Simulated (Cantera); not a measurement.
A closed system holds: 1 mol Si₂Cl₆, 0.0096 mol Cl₂, 20 mol H₂, equilibrated at 1698 K and 6.68 Torr.

These are equilibrium values from Cantera (NASA tables, ideal gas, pure condensed phases), not measurements of a reactor. Candidate condensed phases: Si; 19 gas species. The feed counts by its element totals alone. The tables' values for SiCl₃, SiCl are old estimates; treat these amounts as uncertain. Gases not in the tables: Si₂H₆ and higher silanes. Kinetics and transport are ignored.

Base state: H₂ 0.806, HCl 0.123, SiCl₂ 0.0678, H 0.00138, SiCl₃ 0.000714, Cl 0.000164, SiCl 0.000157, Si 7.38e-5 (mole fractions); condensed: Si(l).

Q: What changes in the equilibrium state with this change: Si₂Cl₆ replaced by SiCl₄?

A: 
```json
[
 {"species": "H₂", "before": "0.806", "after": "0.858"},
 {"species": "HCl", "before": "0.123", "after": "0.0990"},
 {"species": "SiCl₂", "before": "0.0678", "after": "0.0411"},
 {"species": "SiCl₄", "before": "1.49e-5", "after": "5.46e-6"},
 {"species": "SiCl₃", "before": "0.000714", "after": "0.000337"},
 {"species": "SiHCl₃", "before": "1.87e-5", "after": "9.10e-6"},
 {"species": "SiCl", "before": "0.000157", "after": "0.000122"},
 {"species": "Cl", "before": "0.000164", "after": "0.000127"},
 {"species": "Si(l), mol", "before": "0.417", "after": "0.0827"}
]
```
